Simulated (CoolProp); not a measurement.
A single-stage vapour-compression cycle with fluoroethane (R161): evaporating at 220.15 K (dew point), condensing at 258.15 K (bubble point), superheat 8 K, subcooling 8 K, compressor efficiency 0.8, no pressure losses. Each further row changes one setting.

Computed with CoolProp (reference Helmholtz-energy equation of state, Wu 2012).

```csv
case,cooling COP,pressure ratio,discharge temperature (K),refrigerating effect (kJ/kg),volumetric capacity (kJ/m³)
as stated,4.15,5.48,312.8,390,473
evaporating temperature 225.15 K,4.99,4.22,…,…,611
condensing temperature 253.15 K,4.86,4.53,303.0,400,485
subcooling 13 K,4.26,5.48,312.8,400,485
superheat 18 K,…,5.48,323.8,…,465
compressor efficiency 0.7,…,5.48,322.8,390,473
```

### Question
Fill in the missing entries.

### Answer

- evaporating temperature 225.15 K, discharge temperature (K): 305.2
- evaporating temperature 225.15 K, refrigerating effect (kJ/kg): 395
- superheat 18 K, cooling COP: 4.09
- superheat 18 K, refrigerating effect (kJ/kg): 401
- compressor efficiency 0.7, cooling COP: 3.63
